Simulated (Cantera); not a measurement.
A closed system holds: 1 mol HCl, 0.025 mol O₂, at 400 °C and 1100000 Pa.

Method: chemical equilibrium by Gibbs-energy minimisation in Cantera with the NASA 1993 tables (ideal gas, pure condensed phases). Candidate condensed phases: H₂O; 14 gas species. The numbers say what is thermodynamically allowed, not how fast it happens.

Base state: HCl 0.900, Cl₂ 0.0500, H₂O 0.0500 (mole fractions); condensed: gas only.

Q: What changes in the equilibrium state with this change: O₂ from 0.025 to 0.063 mol?

A: 
```csv
species,before,after
HCl,0.900,0.748
Cl₂,0.0500,0.126
H₂O,0.0500,0.126
```

Q: What changes in the equilibrium state with this change: HCl replaced by CO₂?

A: 
```tsv
species	before	after
CO₂	0	0.976
O₂	7.95e-9	0.0244
HCl	0.900	0
Cl₂	0.0500	0
H₂O	0.0500	0
```
Further candidate phases: C.

Q: What changes in the equilibrium state with this change: temperature from 400 °C to 3200 °C?

A: 
```csv
species,before,after
HCl,0.900,0.593
Cl,1.92e-8,0.249
H₂,<1e-9,0.0703
H,<1e-9,0.0444
Cl₂,0.0500,0.00183
H₂O,0.0500,0.0295
OH,<1e-9,0.00846
O,<1e-9,0.00312
ClO,<1e-9,0.000143
O₂,7.95e-9,0.000505
```
